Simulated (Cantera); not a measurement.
An isothermal, constant-pressure homogeneous reactor starts with CO : O2 : H2O : N2 = 0.0012 : 0.08 : 0.0061 : 1 (molar parts), at 1300 K and 0.530 bar. Integrator tolerance rtol = 1e-08.

Detailed kinetics in Cantera: GRI-Mech 3.0 (53 species, 325 reactions).

| quantity | before | after |
|---|---|---|
| x(CO) at 50.0 s | 8.64e-10 (gas-phase equilibrium 8.65e-10) | 2.16e-10 (gas-phase equilibrium 2.16e-10) |
| x(O2) at 50.0 s | 0.0731 (gas-phase equilibrium 0.0729) | 0.0731 (gas-phase equilibrium 0.0729) |
| x(H2O) at 50.0 s | 0.00561 (gas-phase equilibrium 0.00561) | 0.00561 (gas-phase equilibrium 0.00561) |
| x(CO2) at 50.0 s | 0.00110 (gas-phase equilibrium 0.00110) | 0.00110 (gas-phase equilibrium 0.00110) |
| x(H2) at 50.0 s | 2.49e-9 (gas-phase equilibrium 2.49e-9) | 6.22e-10 (gas-phase equilibrium 6.23e-10) |
| x(NO) at 50.0 s | 2.77e-8 (gas-phase equilibrium 0.000253) | 4.08e-8 (gas-phase equilibrium 0.000253) |
| x(OH) at 50.0 s | 2.25e-6 (gas-phase equilibrium 2.24e-6) | 1.12e-6 (gas-phase equilibrium 1.12e-6) |

### Question
Name the change that produced these shifts.
(A) temperature 1300 to 1023 K
(B) pressure from 0.530 bar to 8.50 bar
(C) temperature 1300 to 1050 K
(D) H2O 0.0061 to 0.024 parts

### Answer
B, pressure from 0.530 bar to 8.50 bar
